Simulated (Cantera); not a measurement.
Cantera run, input and output.

```python
import numpy as np
import cantera as ct

gas = ct.Solution("gri30.yaml")
gas.TPX = 1200, 101325, {'CH4': 1, 'H2': 0.37, 'O2': 2.19, 'N2': 8.22}
reactor = ct.IdealGasConstPressureReactor(gas, energy="on", clone=False)
net = ct.ReactorNet([reactor])
net.rtol, net.atol = 1e-08, 1e-16
show = ['CH4', 'H2', 'O2', 'H2O2', 'CH3', 'CO']
times = np.geomspace(4e-06, 0.2, 11)

steps = ct.SolutionArray(gas, extra=["t"])
rows = []
print(f"{'t/s':>10s}{'T/K':>9s}{'P/Pa':>11s}" + "".join(f"{s:>11s}" for s in show))
for t in times:
    while net.time < t:
        t_next = net.step()
        steps.append(gas.state, t=t_next)
    rows.append([np.interp(t, steps.t, y) for y in (steps.T, steps.P, *steps(*show).X.T)])
    print(f"{t:10.3e}{rows[-1][0]:9.1f}{rows[-1][1]:11.4g}" + "".join(f"{x:11.3e}" for x in rows[-1][2:]))
rate = np.gradient(steps.T, steps.t)
print("integrator steps:", len(steps.t))
if steps.T.max() > steps.T[0] + 200:
    print(f"time of steepest temperature rise: {steps.t[rate.argmax()]:.4e} s")
gas.TPX = 1200, 101325, {'CH4': 1, 'H2': 0.37, 'O2': 2.19, 'N2': 8.22}
gas.equilibrate("HP")
print(f"equilibrium (HP): T = {gas.T:.1f} K  " + "  ".join(f"{s} {gas[s].X[0]:.3e}" for s in show))
```

It prints:

```
       t/s      T/K       P/Pa        CH4         H2         O2       H2O2        CH3         CO
 4.000e-06   1200.0  1.013e+05  8.489e-02  3.141e-02  1.859e-01  7.051e-12  4.598e-09  5.265e-16
 1.180e-05   1200.0  1.013e+05  8.489e-02  3.141e-02  1.859e-01  6.125e-11  1.642e-08  1.131e-14
 3.482e-05   1200.0  1.013e+05  8.489e-02  3.141e-02  1.859e-01  5.198e-10  5.764e-08  2.487e-13
 1.027e-04   1200.0  1.013e+05  8.489e-02  3.141e-02  1.859e-01  4.207e-09  2.522e-07  8.330e-12
 3.031e-04   1200.0  1.013e+05  8.489e-02  3.141e-02  1.859e-01  3.550e-08  2.659e-06  1.114e-09
 8.944e-04   1201.7  1.013e+05  8.453e-02  3.127e-02  1.857e-01  7.905e-07  9.458e-05  8.438e-06
 2.639e-03   1235.2  1.013e+05  7.942e-02  3.053e-02  1.819e-01  1.147e-05  1.713e-04  9.383e-04
 7.786e-03   2638.1  1.013e+05  1.006e-15  1.507e-02  1.647e-02  2.080e-07  6.348e-15  3.042e-02
 2.297e-02   2634.2  1.013e+05  1.053e-15  1.521e-02  1.562e-02  2.012e-07  6.511e-15  3.057e-02
 6.778e-02   2634.2  1.013e+05  1.053e-15  1.521e-02  1.562e-02  2.011e-07  6.512e-15  3.057e-02
 2.000e-01   2634.2  1.013e+05  1.053e-15  1.521e-02  1.562e-02  2.011e-07  6.512e-15  3.057e-02
integrator steps: 2135
time of steepest temperature rise: 3.6617e-03 s
equilibrium (HP): T = 2634.2 K  CH4 1.370e-15  H2 1.521e-02  O2 1.562e-02  H2O2 2.011e-07  CH3 8.475e-15  CO 3.057e-02
```

Detailed kinetics in Cantera: GRI-Mech 3.0 (53 species, 325 reactions).
